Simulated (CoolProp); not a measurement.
The fluid at 298.15 K and 0.699 MPa is compressed adiabatically to 4.98 MPa with isentropic efficiency 0.75. The same conditions are run with several fluids, on thermodynamics alone (safety and materials aside).

Computed with CoolProp (reference Helmholtz-energy equation of state of each fluid (ammonia: Gao 2020; dry air: Lemmon 2000; R13: Platzer 1990; R125: Lemmon 2005)). The equations of Platzer and Polt are older, rougher fits. Blends and air are pseudo-pure fits.

Problem. Rank ammonia, dry air, R13, R125 by work (kJ/kg), highest first.

Solution. ammonia (436), dry air (302), R13 (62.7), R125 (46.1)

```json
[
 {"fluid": "ammonia", "final temperature (K)": "501.6", "final phase": "gas", "final density (kg/m³)": "22.0"},
 {"fluid": "dry air", "final temperature (K)": "592.9", "final phase": "supercritical", "final density (kg/m³)": "28.7"},
 {"fluid": "R13", "final temperature (K)": "409.1", "final phase": "supercritical", "final density (kg/m³)": "180"},
 {"fluid": "R125", "final temperature (K)": "387.1", "final phase": "supercritical", "final density (kg/m³)": "284"}
]
```
